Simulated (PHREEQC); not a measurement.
A solution holds 0.0018 mol CaSO4, 0.0002 mol Na2HPO4 and 0.07 mol NaCl per kg of water, at 25 °C. Closed to the air; pH follows from the charge balance.

All values are PHREEQC results (ion-association model, phreeqc.dat), not measurements.

Each row changes one thing in this solution. Precipitation was switched off in this run.

| case | pH | ionic strength (mol/kgw) | HPO4-2 (mol/kgw) | H2PO4- (mol/kgw) | NaHPO4- (mol/kgw) | PO4-3 (mol/kgw) |
|---|---|---|---|---|---|---|
| as made | 8.09 | 0.0769 | 0.000150 | 1.00e-5 | 8.32e-6 | 2.89e-8 |
| NaCl replaced by NaH2PO4 at the same molality | 4.63 | 0.0758 | 0.000362 | 0.0689 | 2.02e-5 | 2.45e-11 |
| temperature from 25 to 80 °C | 7.55 | 0.0767 | 0.000125 | ? | 6.27e-6 | ? |
| CaSO4 from 0.0018 to 0.0036 mol/kgw | 7.96 | 0.0829 | 0.000132 | 1.15e-5 | 7.16e-6 | 1.99e-8 |
| CaSO4 left out | ? | 0.0706 | ? | 4.50e-6 | 1.06e-5 | 9.62e-8 |
| CaSO4 from 0.0018 to 0.00162 mol/kgw | 8.11 | 0.0763 | 0.000152 | 9.76e-6 | 8.47e-6 | 3.04e-8 |
| NaCl from 0.07 to 0.014 mol/kgw | 8.04 | 0.0208 | 0.000134 | 1.28e-5 | 2.15e-6 | 1.39e-8 |
| temperature from 25 to 45 °C | 7.88 | 0.0768 | 0.000140 | 1.32e-5 | 7.56e-6 | 2.57e-8 |
| diluted 10-fold with water | 8.10 | 0.00775 | 1.71e-5 | 1.66e-6 | 1.63e-7 | 1.57e-9 |

Problem. Fill in the missing entries.

Solution. 
- temperature from 25 to 80 °C, H2PO4- (mol/kgw): 2.08e-5
- temperature from 25 to 80 °C, PO4-3 (mol/kgw): 2.01e-8
- CaSO4 left out, pH: 8.54
- CaSO4 left out, HPO4-2 (mol/kgw): 0.000185

Species that the database lacks are ignored. Some of these states are supersaturated (in Hydroxyapatite, for instance). Constants without temperature data keep their 25 °C values here.
